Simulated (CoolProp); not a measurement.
Octamethylcyclotetrasiloxane (D4) along the isobar 1.71 MPa: Z from the reference equation and from simpler models built on Tc = 586.5 K, pc = 1.347 MPa, ω = 0.598; each cubic takes its own stable root.

Computed with CoolProp (reference Helmholtz-energy equation of state, Thol 2015).

| T (K) | phase | reference |
|---|---|---|
| 549.6 | liquid | 0.1825 |
| 554.3 | liquid | 0.1842 |
| 559 | liquid | 0.1863 |
| 563.7 | liquid | 0.1888 |
| 568.4 | liquid | 0.1919 |
| 573.1 | liquid | 0.1955 |
| 577.8 | liquid | 0.2002 |
| 582.4 | liquid | 0.2060 |
| 587.1 | supercritical | 0.2143 |
| 591.8 | supercritical | 0.2267 |
| 596.5 | supercritical | 0.2490 |
| 601.2 | supercritical | 0.2951 |
| 605.9 | supercritical | 0.3625 |
| 610.6 | supercritical | 0.4237 |
| 615.3 | supercritical | 0.4715 |
| 620 | supercritical | 0.5096 |

**Question.** How far does each simpler model (van der Waals, Redlich-Kwong, Peng-Robinson) lie from the reference over these 16 states: mean and median of the absolute difference, and the worst?

**Answer.** 
- van der Waals: mean 40.3 %, median 49.1 %, worst +59.9 % at 549.6 K and 1.71 MPa
- Redlich-Kwong: mean 19.2 %, median 23.4 %, worst +24.8 % at 573.1 K and 1.71 MPa
- Peng-Robinson: mean 6.7 %, median 5.8 %, worst +14.2 % at 596.5 K and 1.71 MPa
